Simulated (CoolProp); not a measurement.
The numbers come from the reference Helmholtz-energy equation of state, Bücker 2006 in CoolProp.

For ethane, give the phase and the density (kg/m³), cv (kJ/(kg K)), speed of sound (m/s), expansivity (1/kK) at 196.1 K and 214 kPa.


- 196.1 K and 214 kPa: liquid; density 529, cv 1.44, speed of sound 1230, expansivity 2.48
